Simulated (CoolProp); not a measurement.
The fluid at 293.15 K and 3.01 MPa (stagnation) flows isentropically through a choked orifice. The same conditions are run with several fluids, on thermodynamics alone (safety and materials aside).

The numbers come from the reference Helmholtz-energy equation of state of each fluid (ethylene: Smukala 2000; oxygen: Schmidt 1985; dry air: Lemmon 2000; carbon dioxide: Span 1996; fluorine: de Reuck 1990) in CoolProp. Blends and air are pseudo-pure fits.

```tsv
fluid	throat to inlet pressure ratio	mass flux (kg/(m² s))	throat temperature (K)
ethylene	0.560	7460	255.6
oxygen	0.526	7580	243.3
dry air	0.524	7200	242.9
carbon dioxide	0.549	9370	252.5
fluorine	0.530	8170	246.1
```
